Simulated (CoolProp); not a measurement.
R227EA at 287.66 K and 0.748 MPa is throttled through a valve to 0.447 MPa with no heat exchange. Each further row changes one setting.

Values from CoolProp's reference Helmholtz-energy equation of state, Lemmon 2016.

```csv
case,temperature change (K),final phase,final density (kg/m³)
as stated,+0.0,liquid,1430
outlet pressure 0.134 MPa,?,?,?
outlet pressure 0.581 MPa,+0.0,liquid,1430
```

Problem. Fill in the missing entries.

Solution. 
- outlet pressure 0.134 MPa, temperature change (K): -24.2
- outlet pressure 0.134 MPa, final phase: two-phase, vapour fraction 0.211
- outlet pressure 0.134 MPa, final density (kg/m³): 51.0
